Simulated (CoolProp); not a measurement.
Values from CoolProp's reference Helmholtz-energy equation of state, Colonna 2008. It is a short technical equation, of lower accuracy than the large ones.

For dodecamethylcyclohexasiloxane (D6), give the phase and the density (kg/m³), cp (kJ/(kg K)), isothermal compressibility (1/MPa), fugacity coefficient at 511.9 K and 0.63 MPa.


- 511.9 K and 0.63 MPa: liquid; density 719, cp 2.01, isothermal compressibility 0.0135, fugacity coefficient 0.139
